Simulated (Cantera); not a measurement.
What does this Cantera script print?

```python
import numpy as np
import cantera as ct

gas = ct.Solution("gri30.yaml", transport_model="multicomponent")
show = ['NH3', 'CH4', 'CH3']

rows = []
print(f"{'T/K':>7s}{'rho':>11s}{'cp':>10s}{'mu':>11s}{'lambda':>11s}{'Pr':>7s}" + "".join(f"{'D_' + s:>11s}" for s in show))
for T in [400, 550, 700, 850, 1000, 1150]:
    gas.TPX = T, 13332, {'H2': 0.28, 'CO2': 0.83, 'H2O': 0.83}
    Pr = gas.cp_mass * gas.viscosity / gas.thermal_conductivity
    D = [gas.mix_diff_coeffs_mole[gas.species_index(s)] for s in show]
    rows.append([gas.density, gas.cp_mass, gas.viscosity, gas.thermal_conductivity, Pr, *D])
    print(f"{T:7g}{gas.density:11.4e}{gas.cp_mass:10.1f}{gas.viscosity:11.4e}"
          f"{gas.thermal_conductivity:11.4e}{Pr:7.3f}" + "".join(f"{d:11.4e}" for d in D))
print("SI units: kg/m3, J/kg/K, Pa s, W/m/K, m2/s")
```

It prints:

```
    T/K        rho        cp         mu     lambda     Pr      D_NH3      D_CH4      D_CH3
    400 1.0754e-01    1362.3 1.7713e-05 4.5827e-02  0.527 2.6650e-04 2.8666e-04 2.9082e-04
    550 7.8212e-02    1462.2 2.3803e-05 6.3844e-02  0.545 5.0047e-04 5.1480e-04 5.2074e-04
    700 6.1452e-02    1546.9 2.9455e-05 8.1722e-02  0.558 7.9644e-04 7.9230e-04 7.9980e-04
    850 5.0607e-02    1620.9 3.4735e-05 9.9671e-02  0.565 1.1479e-03 1.1140e-03 1.1229e-03
   1000 4.3016e-02    1687.1 3.9700e-05 1.1743e-01  0.570 1.5498e-03 1.4761e-03 1.4865e-03
   1150 3.7406e-02    1746.3 4.4397e-05 1.3527e-01  0.573 1.9985e-03 1.8761e-03 1.8879e-03
SI units: kg/m3, J/kg/K, Pa s, W/m/K, m2/s
```

Detailed kinetics in Cantera: GRI-Mech 3.0 (53 species, 325 reactions). Polar gases are described roughly by these parameters.
